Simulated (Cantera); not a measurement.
## Low-pressure radical oxidation in H2/O2

A perfectly stirred reactor is fed with 22.5 % H2, 77.5 % O2, at 2670 Pa; it is held at 1175 K, and followed from long to short residence time.

Computed with Cantera and the H2/O2 subset of GRI-Mech 3.0, which has no nitrogen chemistry. Radical loss at walls, strong at low pressure, is not modelled. The temperature is held fixed by assumption; the heat of reaction is taken as removed at once.

```csv
τ (s),x H2,x O2,x H2O2,x O,x H2O,x HO2,x H
6.4,0.000142,0.746,3.04e-7,0.000308,0.253,3.12e-6,2.21e-5
2.5,0.000261,0.746,4.10e-7,0.000578,0.252,4.93e-6,5.68e-5
0.96,0.000482,0.745,5.39e-7,0.00109,0.252,7.43e-6,0.000148
0.37,0.000879,0.744,6.83e-7,0.00205,0.251,1.05e-5,0.000383
0.14,0.00161,0.742,8.33e-7,0.00385,0.249,1.40e-5,0.00100
0.055,0.00283,0.739,9.63e-7,0.00695,0.245,1.72e-5,0.00250
0.021,0.00502,0.732,1.06e-6,0.0125,0.239,1.99e-5,0.00626
0.0083,0.00856,0.722,1.08e-6,0.0210,0.227,2.14e-5,0.0144
0.0032,0.0144,0.707,1.04e-6,0.0329,0.207,2.15e-5,0.0302
```
x: mole fraction; the columns are a selection and need not sum to one.
